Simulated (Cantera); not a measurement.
## Adiabatic ignition

An adiabatic, constant-pressure homogeneous reactor starts with CO : H2 : CH4 : O2 : N2 : H2O = 1 : 0.19 : 0.042 : 0.751 : 2.82 : 0.18 (molar parts), at 1525 K and 1000000 Pa.

Cantera simulation using GRI-Mech 3.0 (53 species, 325 reactions); the numbers are that mechanism's predictions, not measurements.

```json
[
 {"t (s)": "1.00e-6", "T (K)": "1525", "x CO": "0.201", "x H2": "0.0381", "x CH4": "0.00842", "x HCN": "<1e-12", "x CH3": "4.67e-6"},
 {"t (s)": "2.85e-6", "T (K)": "1540", "x CO": "0.200", "x H2": "0.0362", "x CH4": "0.00764", "x HCN": "1.82e-10", "x CH3": "0.000375"},
 {"t (s)": "8.11e-6", "T (K)": "2558", "x CO": "0.0899", "x H2": "0.00718", "x CH4": "<1e-12", "x HCN": "2.96e-10", "x CH3": "<1e-12"},
 {"t (s)": "2.31e-5", "T (K)": "2876", "x CO": "0.0607", "x H2": "0.00435", "x CH4": "<1e-12", "x HCN": "9.78e-10", "x CH3": "<1e-12"},
 {"t (s)": "6.58e-5", "T (K)": "2890", "x CO": "0.0588", "x H2": "0.00421", "x CH4": "<1e-12", "x HCN": "1.43e-9", "x CH3": "<1e-12"},
 {"t (s)": "0.000187", "T (K)": "2882", "x CO": "0.0588", "x H2": "0.00423", "x CH4": "<1e-12", "x HCN": "2.17e-9", "x CH3": "<1e-12"},
 {"t (s)": "0.000534", "T (K)": "2875", "x CO": "0.0589", "x H2": "0.00426", "x CH4": "<1e-12", "x HCN": "2.89e-9", "x CH3": "<1e-12"},
 {"t (s)": "0.00152", "T (K)": "2873", "x CO": "0.0589", "x H2": "0.00426", "x CH4": "<1e-12", "x HCN": "3.02e-9", "x CH3": "<1e-12"},
 {"t (s)": "0.00433", "T (K)": "2873", "x CO": "0.0589", "x H2": "0.00426", "x CH4": "<1e-12", "x HCN": "3.02e-9", "x CH3": "<1e-12"},
 {"t (s)": "0.0123", "T (K)": "2873", "x CO": "0.0589", "x H2": "0.00426", "x CH4": "<1e-12", "x HCN": "3.02e-9", "x CH3": "<1e-12"},
 {"t (s)": "0.0351", "T (K)": "2873", "x CO": "0.0589", "x H2": "0.00426", "x CH4": "<1e-12", "x HCN": "3.02e-9", "x CH3": "<1e-12"},
 {"t (s)": "0.100", "T (K)": "2873", "x CO": "0.0589", "x H2": "0.00426", "x CH4": "<1e-12", "x HCN": "3.02e-9", "x CH3": "<1e-12"}
]
```
x: mole fraction; the columns are a selection and need not sum to one.

* **time of steepest temperature rise**: 4.19 µs
* **temperature at 0.100 s**: 2873 K
* **equilibrium temperature**: 2873 K
* **x(CO) at 0.100 s**: 0.0589 (gas-phase equilibrium 0.0589)
* **x(H2) at 0.100 s**: 0.00426 (gas-phase equilibrium 0.00426)
* **x(CH4) at 0.100 s**: <1e-12 (gas-phase equilibrium <1e-12)
